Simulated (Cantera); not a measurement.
A closed system holds: 1 mol SiH₂Cl₂, 0.025 mol HCl, 970 mol H₂, equilibrated at 1423.15 K and 0.120 bar.

These are equilibrium values from Cantera (NASA tables, ideal gas, pure condensed phases), not measurements of a reactor. Candidate condensed phases: Si; 19 gas species. Kinetics and transport are ignored.

Base state: H₂ 0.998, HCl 0.00206, H 1.92e-5, SiCl₂ 1.28e-5 (mole fractions); condensed: Si(s).

### Question
What changes in the equilibrium state with this change: temperature from 1423.15 K to 2400 K?

### Answer
```
species      before     after
----------  -------  --------
H₂            0.998     0.952
H           1.92e-5    0.0448
HCl         0.00206   0.00196
Si          1.28e-8  0.000875
SiH         1.98e-8   9.15e-5
Cl          3.24e-8   6.59e-5
Si(s), mol    0.987         0
```
Gases not in the tables: Si₂H₆ and higher silanes.

### Question
What changes in the equilibrium state with this change: temperature from 1423.15 K to 1923.15 K?

### Answer
```tsv
species	before	after
H₂	0.998	0.995
H	1.92e-5	0.00272
HCl	0.00206	0.00205
Si	1.28e-8	0.000142
SiH	1.98e-8	4.00e-5
SiH₂	5.26e-7	6.70e-5
SiCl₂	1.28e-5	1.11e-5
Si(s), mol	0.987	0
Si(l), mol	0	0.739
```
Gases not in the tables: Si₂H₆ and higher silanes.
